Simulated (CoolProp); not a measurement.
Normal hydrogen at 389.55 K and 4.61 MPa is compressed adiabatically to 25.9 MPa with isentropic efficiency 0.75. Each further row changes one setting.

Model: reference Helmholtz-energy equation of state, Leachman 2009, in CoolProp.

```tsv
case	work (kJ/kg)	final temperature (K)	final density (kg/m³)
as stated	5000	720.6	8.14
efficiency 1	…	635.4	…
efficiency 0.65	…	…	7.62
```

What belongs in the gaps?


- efficiency 1, work (kJ/kg): 3750
- efficiency 1, final density (kg/m³): 9.15
- efficiency 0.65, work (kJ/kg): 5770
- efficiency 0.65, final temperature (K): 772.9
